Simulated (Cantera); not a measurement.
A perfectly stirred reactor is fed with CH3OH : O2 : N2 = 1 : 1.52 : 8.9 (molar parts), at 710000 Pa; it is adiabatic with a 300 K inlet, and is followed from long to short residence time, starting on the burning branch (τ in s: 0.1, 0.048, 0.023, 0.011, 0.0053, 0.0026, 0.0012, 0.00059, 0.00028, 0.00014, 6.5e-05, 3.1e-05, 1.5e-05).

Model: GRI-Mech 3.0 (53 species, 325 reactions), integrated in Cantera. GRI-Mech 3.0 was tuned for natural gas; its chemistry of methanol as a main component is partial and can be far from experiment.

x: mole fraction; the columns are a selection and need not sum to one.

```json
[
 {"τ (s)": "0.10", "T (K)": "1857", "x CH3OH": "1.48e-6", "x O2": "0.00254", "x H2O": "0.167", "x CH3": "8.32e-8", "x HCN": "…", "x C2H4": "7.86e-12", "x C2H2": "3.30e-11"},
 {"τ (s)": "0.048", "T (K)": "1851", "x CH3OH": "2.50e-6", "x O2": "0.00288", "x H2O": "0.166", "x CH3": "1.07e-7", "x HCN": "…", "x C2H4": "1.16e-11", "x C2H2": "4.19e-11"},
 {"τ (s)": "0.023", "T (K)": "1844", "x CH3OH": "4.17e-6", "x O2": "0.00333", "x H2O": "0.166", "x CH3": "1.37e-7", "x HCN": "…", "x C2H4": "1.66e-11", "x C2H2": "5.13e-11"},
 {"τ (s)": "0.011", "T (K)": "1835", "x CH3OH": "6.89e-6", "x O2": "0.00391", "x H2O": "0.165", "x CH3": "1.83e-7", "x HCN": "…", "x C2H4": "2.53e-11", "x C2H2": "6.62e-11"},
 {"τ (s)": "0.0053", "T (K)": "1823", "x CH3OH": "1.12e-5", "x O2": "0.00465", "x H2O": "0.164", "x CH3": "2.68e-7", "x HCN": "…", "x C2H4": "4.56e-11", "x C2H2": "1.01e-10"},
 {"τ (s)": "0.0026", "T (K)": "1807", "x CH3OH": "1.79e-5", "x O2": "0.00558", "x H2O": "0.164", "x CH3": "4.48e-7", "x HCN": "…", "x C2H4": "1.06e-10", "x C2H2": "1.98e-10"},
 {"τ (s)": "0.0012", "T (K)": "1786", "x CH3OH": "3.00e-5", "x O2": "0.00688", "x H2O": "0.162", "x CH3": "9.12e-7", "x HCN": "…", "x C2H4": "3.54e-10", "x C2H2": "5.42e-10"},
 {"τ (s)": "0.00059", "T (K)": "1760", "x CH3OH": "4.91e-5", "x O2": "0.00847", "x H2O": "0.161", "x CH3": "1.91e-6", "x HCN": "…", "x C2H4": "1.28e-9", "x C2H2": "1.62e-9"},
 {"τ (s)": "0.00028", "T (K)": "1724", "x CH3OH": "8.73e-5", "x O2": "0.0108", "x H2O": "0.159", "x CH3": "4.29e-6", "x HCN": "…", "x C2H4": "5.55e-9", "x C2H2": "5.63e-9"},
 {"τ (s)": "0.00014", "T (K)": "1669", "x CH3OH": "0.000175", "x O2": "0.0146", "x H2O": "0.157", "x CH3": "9.20e-6", "x HCN": "…", "x C2H4": "2.50e-8", "x C2H2": "1.87e-8"},
 {"τ (s)": "6.5e-5", "T (K)": "300", "x CH3OH": "0.0876", "x O2": "0.133", "x H2O": "<1e-12", "x CH3": "<1e-12", "x HCN": "<1e-12", "x C2H4": "<1e-12", "x C2H2": "<1e-12"},
 {"τ (s)": "3.1e-5", "T (K)": "300", "x CH3OH": "0.0876", "x O2": "0.133", "x H2O": "<1e-12", "x CH3": "<1e-12", "x HCN": "<1e-12", "x C2H4": "<1e-12", "x C2H2": "<1e-12"},
 {"τ (s)": "1.5e-5", "T (K)": "300", "x CH3OH": "0.0876", "x O2": "0.133", "x H2O": "<1e-12", "x CH3": "<1e-12", "x HCN": "<1e-12", "x C2H4": "<1e-12", "x C2H2": "<1e-12"}
]
```

Question: What belongs in the gaps?

Answer: 
- 0.10, x HCN: 5.34e-9
- 0.048, x HCN: 6.09e-9
- 0.023, x HCN: 7.19e-9
- 0.011, x HCN: 9.06e-9
- 0.0053, x HCN: 1.28e-8
- 0.0026, x HCN: 2.06e-8
- 0.0012, x HCN: 3.97e-8
- 0.00059, x HCN: 7.64e-8
- 0.00028, x HCN: 1.45e-7
- 0.00014, x HCN: 2.18e-7
